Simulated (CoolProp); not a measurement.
A simple Rankine cycle with R236EA: condensing at 295.15 K, boiler at 0.723 MPa, turbine inlet 345 K, turbine efficiency 0.8, pump efficiency 0.8, no recuperator. Each further row changes one setting.

Model: reference Helmholtz-energy equation of state, Rui 2013, in CoolProp.

```tsv
case	thermal efficiency (%)	net work (kJ/kg)	heat in (kJ/kg)	turbine exit temperature (K)	volume ratio over the turbine
as stated	8.8	17.1	193	316.4	4.05
turbine inlet 365 K	(withheld)	18.7	214	(withheld)	(withheld)
condensing temperature 287.15 K	10.3	20.9	(withheld)	311.2	5.42
boiler pressure 0.506 MPa	6.7	13.3	197	(withheld)	2.75
turbine efficiency 0.7	7.7	(withheld)	193	(withheld)	4.09
```

Q: Some entries are withheld; supply them.

A: 
- turbine inlet 365 K, thermal efficiency (%): 8.7
- turbine inlet 365 K, turbine exit temperature (K): 337.3
- turbine inlet 365 K, volume ratio over the turbine: 3.96
- condensing temperature 287.15 K, heat in (kJ/kg): 203
- boiler pressure 0.506 MPa, turbine exit temperature (K): 325.1
- turbine efficiency 0.7, net work (kJ/kg): 14.9
- turbine efficiency 0.7, turbine exit temperature (K): 318.8
